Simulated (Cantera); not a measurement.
A Cantera script and what it prints.

```python
import numpy as np
import cantera as ct

gas_names = """
    H2O N2 H2 N2O N VO2
""".split()
cond_names = """
    VN(s) V2O3(s) V2O3(L)
""".split()


def load(file, names, dense=False):
    # The tables refer to 1 bar. Condensed volumes are neglected.
    table = {s.name: s for s in ct.Species.list_from_file(file)}
    out = []
    for n in names:
        d = dict(table[n].input_data)
        d["thermo"] = dict(d["thermo"], **{"reference-pressure": 1e5})
        if dense:
            d["equation-of-state"] = {"model": "constant-volume", "density": "1e6 g/cm^3"}
        out.append(ct.Species.from_dict(d))
    return out


species = {s.name: s for s in load("nasa_gas.yaml", gas_names) + load("nasa_condensed.yaml", cond_names)}
# Each term lists the table entries of one substance; the one whose range holds T is used.
reactions = {
    '2 VN + 3 H2O(g) = N2(g) + V2O3 + 3 H2(g)':
        [(-2, ['VN(s)']), (-3, ['H2O']), (1, ['N2']), (1, ['V2O3(s)', 'V2O3(L)']), (3, ['H2'])],
    '2 N2O(g) + VN = 5 N(g) + VO2(g)':
        [(-2, ['N2O']), (-1, ['VN(s)']), (5, ['N']), (1, ['VO2'])],
}


def pick(names, T):
    return next(species[n] for n in names if species[n].thermo.min_temp <= T <= species[n].thermo.max_temp)


results = []
for label, terms in reactions.items():
    print(label)
    print("     T/K   dH/kJ  dS/(J/K)   dG/kJ   log10 K")
    for T in [775, 875, 975, 1075, 1175, 1275, 1375]:
        used = [(nu, pick(names, T)) for nu, names in terms]
        dH = sum(nu * s.thermo.h(T) for nu, s in used) / 1e6
        dS = sum(nu * s.thermo.s(T) for nu, s in used) / 1e3
        dG = dH - T * dS / 1e3
        logK = -dG * 1e6 / (ct.gas_constant * T * np.log(10))
        results.append((label, T, dH, dS, dG, logK, [s.name for _, s in used]))
        print(f"{T:8g} {dH:8.1f} {dS:8.1f} {dG:8.1f} {logK:8.2f}")
```

Result:

```
2 VN + 3 H2O(g) = N2(g) + V2O3 + 3 H2(g)
     T/K   dH/kJ  dS/(J/K)   dG/kJ   log10 K
     775    -39.3     81.0   -102.1     6.88
     875    -35.9     85.1   -110.4     6.59
     975    -32.8     88.6   -119.1     6.38
    1075    -29.8     91.5   -128.1     6.23
    1175    -27.0     93.9   -137.4     6.11
    1275    -24.4     96.1   -146.9     6.02
    1375    -21.8     98.1   -156.6     5.95
2 N2O(g) + VN = 5 N(g) + VO2(g)
     T/K   dH/kJ  dS/(J/K)   dG/kJ   log10 K
     775   2192.0    571.3   1749.3  -117.90
     875   2192.2    571.5   1692.1  -101.01
     975   2191.9    571.2   1635.0   -87.59
    1075   2191.4    570.8   1577.9   -76.67
    1175   2190.7    570.1   1520.8   -67.61
    1275   2189.7    569.2   1463.9   -59.97
    1375   2188.4    568.3   1407.0   -53.45
```

Cantera with NASA thermochemical tables; ideal gases at 1 bar, condensed phases pure. VN: taken at fixed stoichiometry. Condensed species are held in their standard states even where they would react or evaporate.
